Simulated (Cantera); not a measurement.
A Cantera script and what it prints.

```python
import numpy as np
import cantera as ct

gas_names = """
    CL CL2 H HCL H2 Si SiCL SiCL2 SiCL3 SiCL4 SiH SiHCL3 SiH2 SiH2CL2 SiH3 SiH3CL SiH4 Si2 Si3
""".split()
cond_names = """
    Si(cr) Si(L)
""".split()


# ... load() reads the species with a 1 bar reference pressure and builds the phases ...
atoms = {
    'SiH4': {'Si': 1, 'H': 4},
    'HCl': {'H': 1, 'CL': 1},
    'H2': {'H': 2},
}
top_T = {}  # K; cautious upper limits of use, not melting points


# ... equilibrate(T, P, feed) seeds the gas with the atoms and calls Mixture.equilibrate('TP', solver="vcs", rtol=1e-11, max_steps=5000) ...
results = []
feed = {'SiH4': 1, 'HCl': 0.23, 'H2': 29}  # mol
T = 1698  # K
P = 13332.2  # Pa
mix = equilibrate(T, P, feed)
results.append((T, P, feed, dict(zip(mix.species_names, mix.species_moles))))
print(gas.report(threshold=1e-06))
for i in range(1, mix.n_phases):
    print(f"{mix.phase(i).name:16s} {mix.phase_moles(i):12.5e} mol")
```

It prints:

```
       temperature   1698 K
          pressure   13332 Pa
           density   0.0021483 kg/m^3
  mean mol. weight   2.2749 kg/kmol
   phase of matter   gas

                          1 kg             1 kmol
                     ---------------   ---------------
          enthalpy        1.8571e+07        4.2246e+07  J
   internal energy        1.2365e+07        2.8128e+07  J
           entropy             88149        2.0053e+05  J/K
    Gibbs function       -1.3111e+08       -2.9825e+08  J
 heat capacity c_p             14566             33136  J/K
 heat capacity c_v             10911             24822  J/K

                      mass frac. Y      mole frac. X     chem. pot. / RT
                     ---------------   ---------------   ---------------
                CL        3.3735e-05        2.1648e-06           -28.802
                 H        0.00017481        0.00039452           -10.497
               HCL           0.11222          0.007002           -39.299
                H2           0.87947            0.9924           -20.994
                Si        6.0811e-05        4.9257e-06           -4.9164
              SiCL        5.8023e-05        2.0775e-06           -33.718
             SiCL2         0.0077244        0.00017752            -62.52
               SiH        3.5685e-05        2.7903e-06           -15.413
              SiH2        0.00018341        1.3861e-05            -25.91
     [  +10 minor]        4.5114e-05        1.1201e-06

Si(L)             9.93680e-01 mol
```

Method: chemical equilibrium by Gibbs-energy minimisation in Cantera with the NASA 1993 tables (ideal gas, pure condensed phases). Gases not in the tables: Si2H6 and higher silanes.
